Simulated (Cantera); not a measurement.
A closed system holds: 1 mol Ti(OiPr)4, 40 mol H2, equilibrated at 825 °C and 0.00290 bar.

Cantera equilibrium calculation (NASA polynomials, part measured and part estimated; ideal gas, pure solids and liquids). Candidate condensed phases: C, C6H6, C7H8, C8H18, H2O, Ti, TiC, TiO, TiO2, Ti2O3, Ti3O5, Ti4O7; 113 gas species. The feed counts by its element totals alone. Mutual solubility and eutectic melting of coexisting phases are not modelled. TiC: taken at fixed stoichiometry. Rates play no part.

Base state: H2 0.957, CO 0.0430, CH4 9.69e-5, H2O 1.09e-5 (mole fractions); condensed: C(graphite) + TiC(s) + Ti3O5(s).

Q: What changes in the equilibrium state with this change: Ti(OiPr)4 replaced by TiCl4?

A: 
```csv
species,before,after
H2,0.957,0.955
HCl,0,0.0211
TiCl3,0,0.0210
CO,0.0430,0
TiCl4,0,0.00307
CH4,9.69e-5,0
"C(graphite), mol",9.51,0
"TiC(s), mol",0.0565,0
"Ti3O5(s), mol",0.314,0
```
The tables' values for TiCl2 are old estimates; treat these amounts as uncertain. Further candidate phases: TiCl2, TiCl3, TiCl4.

Q: What changes in the equilibrium state with this change: temperature from 825 °C to 1750 °C?

A: 
| species | before | after |
|---|---|---|
| H2 | 0.957 | 0.898 |
| CO | 0.0430 | 0.0678 |
| H | 4.51e-7 | 0.0335 |
| C2H2 (acetylene) | 1.22e-8 | 0.000803 |
| H2O | 1.09e-5 | 1.89e-8 |
| CH4 | 9.69e-5 | 9.34e-7 |
| C(graphite), mol | 9.51 | 6.91 |
| TiC(s), mol | 0.0565 | 1.000 |
| Ti3O5(s), mol | 0.314 | 0 |
